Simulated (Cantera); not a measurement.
Cantera with NASA thermochemical tables; ideal gases at 1 bar, condensed phases pure. Values are per mole of reaction as written; species without (g) are pure solids or liquids, kept so even where they would boil at 1 bar.

2 N(g) + CO(g) → C + N₂O(g)

```tsv
T (K)	ΔH° (kJ)	ΔS° (J/K)	ΔG° (kJ)	log10 K
300	-753.3	-278.7	-669.7	116.60
1100	-757.8	-289.8	-439.1	20.85
1175	-757.6	-289.5	-417.4	18.55
1250	[?]	[?]	[?]	[?]
1325	-756.9	-289.0	-374.0	14.74
1400	-756.5	-288.7	-352.3	13.14
1475	[?]	[?]	[?]	[?]
1550	-755.6	-288.1	-309.0	10.41
1625	-755.1	-287.8	-287.4	9.24
1700	-754.6	-287.5	-265.9	8.17
1775	-754.1	-287.2	-244.3	7.19
```

Problem. Complete the blanks.

Solution. 
- 1250, ΔH° (kJ): -757.3
- 1250, ΔS° (J/K): -289.3
- 1250, ΔG° (kJ): -395.6
- 1250, log10 K: 16.53
- 1475, ΔH° (kJ): -756.1
- 1475, ΔS° (J/K): -288.4
- 1475, ΔG° (kJ): -330.6
- 1475, log10 K: 11.71
